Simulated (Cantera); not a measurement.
Pyrogenic steam for wet oxidation

An isothermal, constant-pressure homogeneous reactor starts with 25.9 % H2, 18.5 % O2, 55.6 % N2, equivalence ratio 0.70, at 1298 K and 0.987 atm.

Detailed kinetics in Cantera: the H2/O2 subset of GRI-Mech 3.0, which has no nitrogen chemistry. The temperature is held fixed by assumption; the heat of reaction is taken as removed at once.

```csv
t (s),x H2,x O2,x H2O2,x H,x OH
5.00e-5,0.0141,0.0689,1.24e-5,0.0104,0.00468
0.000133,0.00177,0.0642,4.52e-6,0.000242,0.00109
0.000351,0.000264,0.0638,1.29e-6,1.17e-5,0.000380
0.000931,3.63e-5,0.0638,3.83e-7,7.95e-7,0.000168
0.00247,5.06e-6,0.0638,1.21e-7,7.32e-8,8.40e-5
0.00654,1.08e-6,0.0638,4.17e-8,1.08e-8,4.61e-5
0.0173,3.46e-7,0.0638,1.58e-8,2.25e-9,2.73e-5
0.0459,1.51e-7,0.0638,6.94e-9,6.67e-10,1.76e-5
0.122,1.04e-7,0.0638,4.36e-9,3.69e-10,1.37e-5
0.322,9.94e-8,0.0638,4.07e-9,3.40e-10,1.32e-5
0.854,9.94e-8,0.0638,4.06e-9,3.40e-10,1.32e-5
2.26,9.94e-8,0.0638,4.06e-9,3.40e-10,1.32e-5
6.00,9.94e-8,0.0638,4.06e-9,3.40e-10,1.32e-5
```
x: mole fraction; the columns are a selection and need not sum to one.

Equilibrium at this temperature and pressure: H2 9.94e-8, O2 0.0638, H2O2 4.06e-9, H 3.40e-10, OH 1.32e-5 (gas phase only).
